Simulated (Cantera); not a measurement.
A freely propagating, adiabatic, planar premixed flame of 44.4 % H2, 13.9 % O2, 41.7 % N2, unburnt at 675 K and 5850 Torr; multicomponent+Soret transport, grid criteria slope 0.08 and curve 0.16, no radiation.

Cantera simulation using the H2/O2 subset of GRI-Mech 3.0, which has no nitrogen chemistry; the numbers are that mechanism's predictions, not measurements. The hydrogen kinetics of GRI-Mech 3.0 are dated; newer H2 mechanisms differ, most at raised pressure. Burning velocities carry a grid error of a few per cent, more on coarse grids.

x: mole fraction of selected species; z is measured from the peak of heat release.

```json
[
 {"z (mm)": "-0.0960", "T (K)": "675", "u (m/s)": "12.8", "x H2": "0.444", "x O2": "0.139", "x H": "<1e-8", "x HO2": "<1e-8", "x H2O": "<1e-8", "x H2O2": "<1e-8"},
 {"z (mm)": "-0.0640", "T (K)": "675", "u (m/s)": "12.8", "x H2": "0.444", "x O2": "0.139", "x H": "<1e-8", "x HO2": "<1e-8", "x H2O": "<1e-8", "x H2O2": "<1e-8"},
 {"z (mm)": "-0.0480", "T (K)": "675", "u (m/s)": "12.8", "x H2": "0.444", "x O2": "0.139", "x H": "<1e-8", "x HO2": "6.84e-8", "x H2O": "1.15e-7", "x H2O2": "<1e-8"},
 {"z (mm)": "-0.0320", "T (K)": "675", "u (m/s)": "12.8", "x H2": "0.443", "x O2": "0.139", "x H": "3.65e-8", "x HO2": "3.03e-6", "x H2O": "3.84e-6", "x H2O2": "1.73e-8"},
 {"z (mm)": "-0.0160", "T (K)": "721", "u (m/s)": "13.2", "x H2": "0.423", "x O2": "0.142", "x H": "0.000203", "x HO2": "0.000750", "x H2O": "0.00198", "x H2O2": "1.34e-5"},
 {"z (mm)": "-0.00800", "T (K)": "…", "u (m/s)": "18.1", "x H2": "0.378", "x O2": "0.134", "x H": "0.00627", "x HO2": "0.000953", "x H2O": "0.0315", "x H2O2": "6.34e-5"},
 {"z (mm)": "0", "T (K)": "…", "u (m/s)": "25.9", "x H2": "0.290", "x O2": "0.0913", "x H": "0.0323", "x HO2": "0.000454", "x H2O": "0.121", "x H2O2": "1.66e-5"},
 {"z (mm)": "0.00800", "T (K)": "…", "u (m/s)": "31.5", "x H2": "0.209", "x O2": "0.0391", "x H": "0.0581", "x HO2": "0.000180", "x H2O": "0.218", "x H2O2": "4.10e-6"},
 {"z (mm)": "0.0160", "T (K)": "2018", "u (m/s)": "34.3", "x H2": "0.176", "x O2": "0.0146", "x H": "0.0649", "x HO2": "6.36e-5", "x H2O": "0.264", "x H2O2": "2.50e-6"},
 {"z (mm)": "0.0320", "T (K)": "2184", "u (m/s)": "36.9", "x H2": "0.167", "x O2": "0.00385", "x H": "0.0577", "x HO2": "1.64e-5", "x H2O": "0.287", "x H2O2": "1.34e-6"},
 {"z (mm)": "0.0640", "T (K)": "2334", "u (m/s)": "39.0", "x H2": "0.172", "x O2": "0.00170", "x H": "0.0432", "x HO2": "7.25e-6", "x H2O": "0.296", "x H2O2": "8.02e-7"},
 {"z (mm)": "0.128", "T (K)": "2464", "u (m/s)": "40.8", "x H2": "0.178", "x O2": "0.000863", "x H": "0.0296", "x HO2": "3.51e-6", "x H2O": "0.304", "x H2O2": "5.09e-7"},
 {"z (mm)": "0.256", "T (K)": "2559", "u (m/s)": "42.1", "x H2": "0.182", "x O2": "0.000390", "x H": "0.0193", "x HO2": "1.43e-6", "x H2O": "0.311", "x H2O2": "3.00e-7"}
]
```

Problem. Fill in the missing entries.

Solution. 
- -0.00800, T (K): 1023
- 0, T (K): 1504
- 0.00800, T (K): 1843
